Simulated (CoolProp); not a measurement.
Decamethylcyclopentasiloxane (D5) along the isotherm 44.85 °C: fugacity coefficient from the reference equation and from simpler models built on Tc = 345.1 °C, pc = 1.078 MPa, ω = 0.631; each cubic takes its own stable root.

Values from CoolProp's reference Helmholtz-energy equation of state, Thol 2019.

```
p (MPa)   phase  reference
-------  ------  ---------
0.674    liquid  0.0001560
1.35     liquid   8.623e-5
2.02     liquid   6.372e-5
2.69     liquid   5.290e-5
3.37     liquid   4.675e-5
4.04     liquid   4.310e-5
4.71     liquid   4.086e-5
5.39     liquid   3.952e-5
6.06     liquid   3.884e-5
6.74     liquid   3.864e-5
7.41     liquid   3.883e-5
8.08     liquid   3.934e-5
8.76     liquid   4.014e-5
9.43     liquid   4.118e-5
10.1     liquid   4.246e-5
10.8     liquid   4.404e-5
```

Question: How far does each simpler model (van der Waals, Redlich-Kwong, Soave-Redlich-Kwong) lie from the reference over these 16 states: mean and median of the absolute difference, and the worst?

Answer: 
- van der Waals: mean 74952.4 %, median 71043.9 %, worst +124218.8 % at 44.85 °C and 10.8 MPa
- Redlich-Kwong: mean 4447.1 %, median 4435.9 %, worst +5213.4 % at 44.85 °C and 10.8 MPa
- Soave-Redlich-Kwong: mean 55.2 %, median 54.8 %, worst +75.5 % at 44.85 °C and 10.8 MPa
